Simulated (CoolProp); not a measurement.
CF4 (R14) at 298.15 K and 4.23 MPa flows at 0.3 m/s in a round tube of 12.7 mm bore and 45 µm roughness, fully developed (64/Re and Nu = 3.66 if laminar; Colebrook and Gnielinski if turbulent). Each further row changes one setting.

The numbers come from the reference Helmholtz-energy equation of state, Platzer 1990 in CoolProp. This equation is an older, rougher fit.

```csv
case,Reynolds number,Darcy friction factor,pressure drop (Pa/m),heat-transfer coefficient (W/(m² K)),mass flow (kg/h)
as stated,32900,…,19.3,172,24.3
velocity 0.6 m/s,65900,0.0292,73.3,…,…
diameter 25.4 mm,65900,…,…,…,97.1
```

Problem. Some entries are withheld; supply them.

Solution. 
- as stated, Darcy friction factor: 0.0306
- velocity 0.6 m/s, heat-transfer coefficient (W/(m² K)): 332
- velocity 0.6 m/s, mass flow (kg/h): 48.6
- diameter 25.4 mm, Darcy friction factor: 0.0253
- diameter 25.4 mm, pressure drop (Pa/m): 7.95
- diameter 25.4 mm, heat-transfer coefficient (W/(m² K)): 143

Viscosity comes from a separate model (Huber 2003), an estimate that may be off by 10 % or more. Thermal conductivity comes from a separate model (Huber 2003), an estimate that may be off by 10 % or more.
